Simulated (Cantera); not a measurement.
A perfectly stirred reactor is fed with 4.71 % CO, 0.245 % H₂, 2.64 % CH₄, 19.4 % O₂, 73.0 % N₂, at 170000 Pa; it is adiabatic with a 498 K inlet, and is followed from long to short residence time, starting on the burning branch (τ in s: 0.13, 0.045, 0.015, 0.0049, 0.0016, 0.00053, 0.00017, 5.8e-05, 1.9e-05, 6.3e-06).

Computed with Cantera and GRI-Mech 3.0 (53 species, 325 reactions).

### Question
Predict: blow-out, bracketed by the residence times tried; x(CO) at τ = 0.130 s; x(H₂) at τ = 0.130 s; x(CH₄) at τ = 0.130 s; x(CH₃) at τ = 0.130 s; x(NO₂) at τ = 0.130 s; x(CO) at τ = 0.530 ms; x(H₂) at τ = 0.530 ms; x(CH₄) at τ = 0.530 ms.

### Answer
```json
{
 "blow_out_bracketed_by_the_residence_times_tried": "burning at 1.60 ms, out at 0.530 ms",
 "x(CO) at τ = 0.130 s": "0.000397",
 "x(H₂) at τ = 0.130 s": "1.71e-5",
 "x(CH₄) at τ = 0.130 s": "1.00e-5",
 "x(CH₃) at τ = 0.130 s": "1.22e-6",
 "x(NO₂) at τ = 0.130 s": "4.71e-8",
 "x(CO) at τ = 0.530 ms": "0.0471",
 "x(H₂) at τ = 0.530 ms": "0.00245",
 "x(CH₄) at τ = 0.530 ms": "0.0264"
}
```
